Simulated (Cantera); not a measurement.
A closed system holds: 1 mol TEOS, 0.12 mol O2, 4 mol N2, held at 798 K and 26.0 Pa.

These are equilibrium values from Cantera (NASA tables, ideal gas, pure condensed phases), not measurements of a reactor. Candidate condensed phases: C, C6H6, C7H8, C8H18, H2O, Si, SiC, SiO2, Si2N2O, Si3N4; 151 gas species. The feed counts by its element totals alone. Equilibrium is a limit: real reactors are often held back by kinetics, nucleation or transport.

Base state: H2 0.616, N2 0.247, CO 0.137, H2O 0.000538, CO2 0.000511, CH4 0.000137 (mole fractions); condensed: C(graphite) + SiO2(α-quartz).

Task: What changes in the equilibrium state with this change: temperature from 798 K to 1748 K?

Result: 
```tsv
species	before	after
H2	0.616	0.539
CO	0.137	0.230
N2	0.247	0.217
H	<1e-9	0.0104
SiO	<1e-9	0.00110
CO2	0.000511	1.42e-9
Si	<1e-9	0.000106
C2H2 (acetylene)	<1e-9	6.09e-5
C(graphite), mol	5.77	2.77
SiO2(α-quartz), mol	1.00	0
SiC(s), mol	0	0.978
```

Task: What changes in the equilibrium state with this change: temperature from 798 K to 1298 K?

Result: 
```csv
species,before,after
H2,0.616,0.580
CO,0.137,0.217
N2,0.247,0.203
SiO,<1e-9,7.39e-5
H,<1e-9,5.06e-5
CO2,0.000511,6.48e-8
HCN,3.47e-8,6.97e-5
H2O,0.000538,3.04e-7
CH4,0.000137,6.97e-7
"C(graphite), mol",5.77,4.26
"SiO2(α-quartz), mol",1.00,0
"Si2N2O(s), mol",0,0.499
```
N2 is the only nitrogen source here; it is nearly inert below about 1500 K, so the nitride shown seldom forms there in practice.
